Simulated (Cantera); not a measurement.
Input: 1 mol Si, 1.6 mol HCl, 1.6 mol N₂, at 525 K and 1.00 mbar.

Method: chemical equilibrium by Gibbs-energy minimisation in Cantera with the NASA 1993 tables (ideal gas, pure condensed phases). N₂ is the only nitrogen source here; it is nearly inert below about 1500 K, so the nitride shown seldom forms there in practice. Rates play no part.

```
species         before    after
-------------  -------  -------
N₂               0.456    0.435
HCl              0.209    0.310
H₂               0.223    0.170
SiCl₄            0.112   0.0848
NH₃            1.27e-5  3.23e-7
SiHCl₃         4.30e-7  1.39e-5
Si₃N₄(s), mol    0.243    0.264
```
Gas species are given as mole fractions.

Question: What was changed between the two runs?
A) temperature from 525 K to 1550 K
B) pressure from 1.00 mbar to 0.100 bar
C) temperature from 525 K to 723.15 K
D) temperature from 525 K to 1250 K

Answer: C, temperature from 525 K to 723.15 K
